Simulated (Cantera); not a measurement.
An isothermal, constant-pressure homogeneous reactor starts with 42.1 % H₂, 32.4 % O₂, 25.6 % N₂, equivalence ratio 0.65, at 1123 K and 100.0 Torr.

Detailed kinetics in Cantera: GRI-Mech 3.0 (53 species, 325 reactions). The temperature is held fixed by assumption; the heat of reaction is taken as removed at once.

One state of this run: x H₂ = 4.43e-8; x O₂ = 0.143; x NO = 3.03e-6; x H₂O₂ = 4.89e-9; x O = 2.85e-8. x: mole fraction; the columns are a selection and need not sum to one.

Q: Which value of t (s) does it belong to?
A. 2.07
B. 0.0103
C. 0.0249
D. 0.854

A: D, 0.854
